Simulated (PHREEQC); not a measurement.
A solution holds 9.1 mmol/kgw CdCl2, 0.12 mmol/kgw KCl and 0.082 mmol/kgw FeSO4, at 32 °C. Closed to the air; pH follows from the charge balance.

Model: ion-association model, phreeqc.dat, run in PHREEQC.

| quantity | before | after |
|---|---|---|
| pH | 5.86 | 5.48 |
| ionic strength (mol/kgw) | 0.0193 | 0.0189 |
| Cl- (mol/kgw) | 0.0140 | 0.0138 |
| Cd+2 (mol/kgw) | 0.00497 | 0.00481 |
| CdCl+ (mol/kgw) | 0.00392 | 0.00405 |
| CdCl2 (mol/kgw) | 0.000177 | 0.000203 |
| SI of Melanterite (FeSO4:7H2O) | -6.69 | -7.14 |
| SI of Sylvite (KCl) | -6.83 | -7.05 |

### Question
Name the change that produced these shifts.
A. CdCl2 from 0.0091 to 0.00819 mol/kgw
B. CdCl2 from 0.0091 to 0.01 mol/kgw
C. temperature from 32 to 35 °C
D. diluted 100-fold with water
E. temperature from 32 to 80 °C

### Answer
E, temperature from 32 to 80 °C

No solid was allowed to form. Away from 25 °C the constants follow the database's enthalpies or fits; those with neither stay at their 25 °C values.
